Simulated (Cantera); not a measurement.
An adiabatic, constant-volume homogeneous reactor starts with C3H8 : O2 : N2 = 1 : 2.94 : 11.1 (molar parts), at 1100 K and 0.987 atm. Integrator tolerance rtol = 1e-08.

Computed with Cantera and GRI-Mech 3.0 (53 species, 325 reactions). GRI-Mech 3.0 was tuned for natural gas; its chemistry of propane as a main component is partial and can be far from experiment.

### Question
What does this change do: 0.8 parts H2O added?

### Answer
| quantity | before | after |
|---|---|---|
| time of steepest temperature rise | 53.6 ms | 58.4 ms |
| temperature at 9.00 s | 2748 K | 2679 K |
| equilibrium temperature | 2748 K | 2679 K |
| x(C3H8) at 9.00 s | <1e-12 (gas-phase equilibrium <1e-12) | <1e-12 (gas-phase equilibrium <1e-12) |
| x(O2) at 9.00 s | 0.000210 (gas-phase equilibrium 0.000210) | 0.000184 (gas-phase equilibrium 0.000184) |
| x(H2) at 9.00 s | 0.0875 (gas-phase equilibrium 0.0875) | 0.0900 (gas-phase equilibrium 0.0900) |
| x(NO) at 9.00 s | 0.000952 (gas-phase equilibrium 0.000952) | 0.000787 (gas-phase equilibrium 0.000787) |
| x(C2H6) at 9.00 s | <1e-12 (gas-phase equilibrium <1e-12) | <1e-12 (gas-phase equilibrium <1e-12) |
| x(HCN) at 9.00 s | 1.40e-7 (gas-phase equilibrium 1.40e-7) | 1.01e-7 (gas-phase equilibrium 1.01e-7) |
| x(CH3) at 9.00 s | 1.93e-11 (gas-phase equilibrium 2.19e-11) | 1.42e-11 (gas-phase equilibrium 1.62e-11) |

### Question
What does this change do: constant pressure in place of constant volume?

### Answer
| quantity | before | after |
|---|---|---|
| time of steepest temperature rise | 53.6 ms | 57.1 ms |
| temperature at 9.00 s | 2748 K | 2431 K |
| equilibrium temperature | 2748 K | 2431 K |
| x(C3H8) at 9.00 s | <1e-12 (gas-phase equilibrium <1e-12) | <1e-12 (gas-phase equilibrium <1e-12) |
| x(O2) at 9.00 s | 0.000210 (gas-phase equilibrium 0.000210) | 3.45e-5 (gas-phase equilibrium 3.45e-5) |
| x(H2) at 9.00 s | 0.0875 (gas-phase equilibrium 0.0875) | 0.0909 (gas-phase equilibrium 0.0909) |
| x(NO) at 9.00 s | 0.000952 (gas-phase equilibrium 0.000952) | 0.000230 (gas-phase equilibrium 0.000230) |
| x(C2H6) at 9.00 s | <1e-12 (gas-phase equilibrium <1e-12) | <1e-12 (gas-phase equilibrium <1e-12) |
| x(HCN) at 9.00 s | 1.40e-7 (gas-phase equilibrium 1.40e-7) | 4.79e-8 (gas-phase equilibrium 4.79e-8) |
| x(CH3) at 9.00 s | 1.93e-11 (gas-phase equilibrium 2.19e-11) | 3.83e-12 (gas-phase equilibrium 4.30e-12) |
